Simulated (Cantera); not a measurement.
A freely propagating, adiabatic, planar premixed flame of 19.0 % CO, 3.80 % H2, 1.90 % CH4, 15.8 % O2, 59.5 % N2, unburnt at 500 K and 0.681 atm; mixture-averaged transport, grid criteria slope 0.08 and curve 0.16, no radiation.

Model: GRI-Mech 3.0 (53 species, 325 reactions), integrated in Cantera. Burning velocities carry a grid error of a few per cent, more on coarse grids.

x: mole fraction of selected species; z is measured from the peak of heat release.

```
z (mm)  T (K)  u (m/s)    x CO     x H2     x CH4     x NO       x O    x O2
------  -----  -------  ------  -------  --------  -------  --------  ------
-2.10     500     1.62   0.190   0.0380    0.0190    <1e-8     <1e-8   0.158
-1.40     500     1.62   0.190   0.0379    0.0190    <1e-8     <1e-8   0.158
-1.05     500     1.62   0.190   0.0378    0.0190    <1e-8     <1e-8   0.158
-0.700    500     1.62   0.190   0.0371    0.0190    <1e-8   2.38e-8   0.158
-0.350    543     1.75   0.190   0.0331    0.0188    <1e-8   5.21e-6   0.158
-0.175    800     2.57   0.183   0.0269    0.0157  1.35e-7  0.000228   0.147
0        1248     3.98   0.166   0.0173   0.00443  1.12e-6   0.00359   0.111
0.175    1495     4.72   0.134  0.00870  0.000123  4.19e-6    0.0112  0.0754
0.350    1618     5.04   0.107  0.00702   1.17e-6  8.68e-6    0.0141  0.0597
0.700    1763     5.41  0.0831  0.00746     <1e-8  1.76e-5    0.0138  0.0484
1.40     1905     5.79  0.0733  0.00702     <1e-8  3.07e-5    0.0111  0.0430
2.80     2044     6.15       ?        ?     <1e-8        ?         ?       ?
5.60     2167     6.47  0.0573  0.00460     <1e-8  8.80e-5   0.00522  0.0344
```

Task: Complete the blanks.

Result: 
- 2.80, x CO: 0.0662
- 2.80, x H2: 0.00583
- 2.80, x NO: 4.99e-5
- 2.80, x O: 0.00783
- 2.80, x O2: 0.0390
